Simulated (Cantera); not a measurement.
An adiabatic, constant-volume homogeneous reactor starts with CO : H2 : O2 : N2 = 1 : 0.27 : 0.397 : 1.49 (molar parts), equivalence ratio 1.6, at 1250 K and 3.80 bar. Integrator tolerance rtol = 1e-08.

Model: GRI-Mech 3.0 (53 species, 325 reactions), integrated in Cantera. The hydrogen kinetics of GRI-Mech 3.0 are dated; newer H2 mechanisms differ, most at raised pressure. Above 3000 K some thermodynamic fits are extrapolated.

Problem. What does this change do: H2 0.27 to 0.15 parts?

Solution. 
```json
[
 {"quantity": "time of steepest temperature rise", "before": "16.9 µs", "after": "20.6 µs"},
 {"quantity": "temperature at 4.00 s", "before": "3023 K", "after": "3018 K"},
 {"quantity": "equilibrium temperature", "before": "3023 K", "after": "3018 K"},
 {"quantity": "x(CO) at 4.00 s", "before": "0.193 (gas-phase equilibrium 0.193)", "after": "0.179 (gas-phase equilibrium 0.179)"},
 {"quantity": "x(H2) at 4.00 s", "before": "0.0120 (gas-phase equilibrium 0.0120)", "after": "0.00536 (gas-phase equilibrium 0.00536)"},
 {"quantity": "x(O2) at 4.00 s", "before": "0.0106 (gas-phase equilibrium 0.0106)", "after": "0.0168 (gas-phase equilibrium 0.0168)"},
 {"quantity": "x(H2O2) at 4.00 s", "before": "3.88e-7 (gas-phase equilibrium 3.88e-7)", "after": "2.77e-7 (gas-phase equilibrium 2.77e-7)"},
 {"quantity": "x(NO2) at 4.00 s", "before": "3.30e-6 (gas-phase equilibrium 3.30e-6)", "after": "5.31e-6 (gas-phase equilibrium 5.31e-6)"}
]
```
